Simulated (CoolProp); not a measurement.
Cyclohexane along the isobar 51.8 bar: fugacity coefficient from the reference equation and from simpler models built on Tc = 280.5 °C, pc = 40.81 bar, ω = 0.209; each cubic takes its own stable root.

Values from CoolProp's reference Helmholtz-energy equation of state, Zhou 2014.

```
T (°C)          phase  reference
------  -------------  ---------
63.15          liquid    0.01342
97.45          liquid    0.03635
131.75         liquid    0.07956
166.05         liquid     0.1484
200.35         liquid     0.2446
234.65         liquid     0.3651
269.05         liquid     0.5013
303.35  supercritical     0.6293
337.65  supercritical     0.7031
```

**Question.** How far does each simpler model (van der Waals, Redlich-Kwong, Soave-Redlich-Kwong) lie from the reference over these 9 states: mean and median of the absolute difference, and the worst?

**Answer.** 
- van der Waals: mean 138.0 %, median 54.1 %, worst +582.0 % at 63.15 °C and 51.8 bar
- Redlich-Kwong: mean 22.6 %, median 15.8 %, worst +66.0 % at 63.15 °C and 51.8 bar
- Soave-Redlich-Kwong: mean 2.0 %, median 2.1 %, worst +2.7 % at 234.65 °C and 51.8 bar
